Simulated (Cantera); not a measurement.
Input (Python, Cantera):

```python
import numpy as np
import cantera as ct

gas = ct.Solution("gri30.yaml")
gas.TPX = 1250, 13332, {'N2O': 0.18, 'H2': 0.0035, 'N2': 4.2}
inlet = ct.Reservoir(gas, clone=True)

reactor = ct.IdealGasConstPressureReactor(gas, energy="off", clone=False)
exhaust = ct.Reservoir(gas, clone=True)
tau = [15, 2.7, 0.47, 0.081, 0.014, 0.0025, 0.00043][0]
for a, b in ((inlet, reactor), (reactor, exhaust)):
    ct.MassFlowController(a, b, mdot=lambda t: reactor.mass / tau)
net = ct.ReactorNet([reactor])
show = ['N2O', 'H2', 'O2', 'H', 'NO', 'N2']

rows = []
print(f"{'tau/s':>10s}{'T/K':>9s}" + "".join(f"{s:>11s}" for s in show))
for tau in [15, 2.7, 0.47, 0.081, 0.014, 0.0025, 0.00043]:
    net.initial_time = 0.0
    net.advance(30 * tau)
    before = gas.X
    net.advance(40 * tau)
    drift = np.max(np.abs(gas.X - before) / (gas.X + 1e-9))
    rows.append([gas.T, *gas[show].X, drift])
    print(f"{tau:10.3e}{gas.T:9.1f}" + "".join(f"{x:11.3e}" for x in gas[show].X))
```

It prints:

```
     tau/s      T/K        N2O         H2         O2          H         NO         N2
 1.500e+01   1250.0  1.034e-02  2.689e-06  1.310e-02  3.839e-08  3.128e-03  9.726e-01
 2.700e+00   1250.0  2.596e-02  1.229e-05  6.219e-03  6.592e-08  1.584e-03  9.654e-01
 4.700e-01   1250.0  3.674e-02  5.217e-05  1.548e-03  1.983e-07  3.924e-04  9.605e-01
 8.100e-02   1250.0  3.979e-02  1.884e-04  2.817e-04  7.934e-07  7.472e-05  9.590e-01
 1.400e-02   1250.0  4.067e-02  5.161e-04  4.043e-05  2.001e-06  1.695e-05  9.585e-01
 2.500e-03   1250.0  4.102e-02  7.684e-04  4.745e-06  1.124e-06  2.165e-06  9.582e-01
 4.300e-04   1250.0  4.106e-02  7.976e-04  4.129e-07  1.523e-07  1.371e-07  9.581e-01
```

Model: GRI-Mech 3.0 (53 species, 325 reactions), integrated in Cantera. GRI-Mech 3.0 was tuned for natural gas; its chemistry of N2O as a main component is partial and can be far from experiment. The mechanism lacks 2 NO + O2 → 2 NO2 and HONO, so NO2 and the effect of NO are under-described below about 1400 K.
